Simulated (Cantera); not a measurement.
# Pyrogenic steam for wet oxidation

An isothermal, constant-pressure homogeneous reactor starts with H2 : O2 : N2 = 1.1 : 1 : 1.6 (molar parts), at 1148 K and 0.987 atm.

Computed with Cantera and GRI-Mech 3.0 (53 species, 325 reactions). The temperature is held fixed by assumption; the heat of reaction is taken as removed at once.

```
t (s)         x H2   x O2    x NO2     x HO2       x O    x N2O
--------  --------  -----  -------  --------  --------  -------
0.000100    0.0125  0.148  3.04e-8  0.000191  0.000343  4.73e-8
0.000330   0.00630  0.145  3.03e-7  0.000117   2.19e-5  5.47e-8
0.00109    0.00405  0.145  5.93e-7   8.14e-5   8.81e-6  5.85e-8
0.00358    0.00165  0.144  8.89e-7   4.30e-5   2.92e-6  6.39e-8
0.0118    0.000397  0.143  1.26e-6   1.34e-5   4.03e-7  6.79e-8
0.0389     6.13e-5  0.143  1.40e-6   2.54e-6   3.23e-8  6.91e-8
0.128      2.74e-6  0.143  9.39e-7   1.53e-7   2.18e-9  6.80e-8
0.423      6.08e-9  0.143  1.23e-7   1.40e-8   1.59e-9  6.31e-8
1.40       3.82e-9  0.143  3.34e-8   1.03e-8   3.00e-9  4.99e-8
4.60       3.82e-9  0.143  3.31e-8   1.03e-8   3.02e-9  2.44e-8
15.2       3.82e-9  0.143  3.31e-8   1.03e-8   3.02e-9  6.22e-9
50.0       3.82e-9  0.143  3.31e-8   1.03e-8   3.02e-9  5.00e-9
```
x: mole fraction; the columns are a selection and need not sum to one.

Equilibrium at this temperature and pressure: H2 3.82e-9, O2 0.143, NO2 1.55e-6, HO2 1.03e-8, O 3.02e-9, N2O 5.00e-9 (gas phase only).
